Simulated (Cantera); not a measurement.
A freely propagating, adiabatic, planar premixed flame of CH4 : C2H6 : C3H8 : O2 : N2 = 1 : 0.19 : 0.084 : 3.47 : 10.4 (molar parts), unburnt at 473 K and 230000 Pa; mixture-averaged transport, grid criteria slope 0.08 and curve 0.16, no radiation.

Computed with Cantera and GRI-Mech 3.0 (53 species, 325 reactions). Burning velocities carry a grid error of a few per cent, more on coarse grids.

**Question.** How do the results move with these cheaper or finer settings: unity-Lewis-number transport; multicomponent transport; multicomponent+Soret transport; grid criteria slope 0.5, curve 1; grid criteria slope 0.25, curve 0.5; grid criteria slope 0.03, curve 0.06?

**Answer.** 
| setting | laminar burning velocity | thermal thickness | peak x(HO2) | peak x(C2H2) | grid points |
|---|---|---|---|---|---|
| as above | 91.8 cm/s | 0.144 mm | 0.000370 | 0.000394 | 153 |
| unity-Lewis-number transport | 74.5 cm/s | 0.153 mm | 0.000261 | 0.000299 | 150 |
| multicomponent transport | 92.3 cm/s | 0.146 mm | 0.000368 | 0.000400 | 153 |
| multicomponent+Soret transport | 90.8 cm/s | 0.146 mm | 0.000371 | 0.000387 | 153 |
| grid criteria slope 0.5, curve 1 | 97.6 cm/s | 0.156 mm | 0.000362 | 0.000375 | 41 |
| grid criteria slope 0.25, curve 0.5 | 94.7 cm/s | 0.148 mm | 0.000366 | 0.000386 | 62 |
| grid criteria slope 0.03, curve 0.06 | 90.5 cm/s | 0.143 mm | 0.000370 | 0.000392 | 378 |
The base run took very roughly 10 core-seconds.
Unity Lewis numbers drop preferential diffusion, which matters most where H2 and H carry the flame; Soret adds thermal diffusion.
